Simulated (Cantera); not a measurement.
## CS₂ + H₂ (abatement and gas-phase synthesis)

Feed: 1 mol CS₂, 0.088 mol H₂, held at 2100 Pa.

These are equilibrium values from Cantera (NASA tables, ideal gas, pure condensed phases), not measurements of a reactor. Candidate condensed phases: C, C₆H₆, C₇H₈, C₈H₁₈, S; 83 gas species. Gases not in the tables: S₃ to S₇. The numbers say what is thermodynamically allowed, not how fast it happens.

| T (°C) | x CS₂ | x S₂ | x H₂ | x H₂S | n C(graphite) |
|---|---|---|---|---|---|
| 777 | 0.806 | 0.110 | 0.0170 | 0.0665 | 0.151 |
| 827 | 0.801 | 0.115 | 0.0238 | 0.0594 | 0.153 |
| 877 | 0.797 | 0.120 | 0.0312 | 0.0517 | 0.155 |
| 927 | 0.792 | 0.125 | 0.0385 | 0.0440 | 0.156 |
| 977 | 0.788 | 0.129 | 0.0454 | 0.0367 | 0.158 |
| 1027 | 0.784 | 0.133 | 0.0515 | 0.0303 | 0.159 |
| 1077 | 0.780 | 0.137 | 0.0567 | 0.0248 | 0.161 |
| 1127 | 0.776 | 0.141 | 0.0609 | 0.0202 | 0.163 |
| 1177 | 0.771 | 0.144 | 0.0643 | 0.0165 | 0.164 |
| 1227 | 0.766 | 0.147 | 0.0669 | 0.0135 | 0.166 |
x: gas mole fraction; n: condensed amount in mol.

From 777 °C to 1227 °C the condensed part is C(graphite). The main C-bearing gas is CS₂ throughout. The share of C in condensed phases is highest at 1227 °C (16.6 %) and lowest at 777 °C (15.1 %).
